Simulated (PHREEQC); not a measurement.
0.012 g of hydrous ferric oxide (600 m²/g; 0.2 weak and 0.005 strong sites per Fe, Dzombak-Morel constants, diffuse double layer) in 1 kg of water with 0.05 mol/kgw of an inert sodium salt, at 25 °C; the pH is set by adding NaOH or the inert anion's acid. Oxygen is held at 0.21 atm. No CO2 enters from the air. Precipitation was switched off in this run.

Model: ion-association model, wateq4f.dat, run in PHREEQC.

```
pH   surface charge σ (C/m²)  surface potential ψ (mV)
---  -----------------------  ------------------------
4                      0.294                       160
4.5                    0.238                       149
5                      0.181                       135
5.5                    0.130                       118
6                      0.089                        99
6.5                    0.057                        78
7                      0.034                        56
7.5                    0.017                        31
8                      0.003                         6
8.5                   -0.010                       -20
9                     -0.026                       -45
9.5                   -0.046                       -69
10                    -0.074                       -90
```
